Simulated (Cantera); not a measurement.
Feed: 1 mol SiH₂Cl₂, a varied amount of O₂, 3 mol N₂, at 848.15 K and 100000 Pa.

Method: chemical equilibrium by Gibbs-energy minimisation in Cantera with the NASA 1993 tables (ideal gas, pure condensed phases). Candidate condensed phases: H₂O, NH₄Cl, Si, SiO₂, Si₂N₂O, Si₃N₄; 47 gas species. N₂ is the only nitrogen source here; it is nearly inert below about 1500 K, so the nitride shown seldom forms there in practice. Rates play no part.

### Question
At 0.25 mol O₂, list the 4 most abundant gas species with their mole fractions, and the condensed phases.

### Answer
N₂ 0.563, HCl 0.409, H₂ 0.0186, SiCl₄ 0.00929. Condensed: SiO₂(β-quartz) + Si₂N₂O(s).
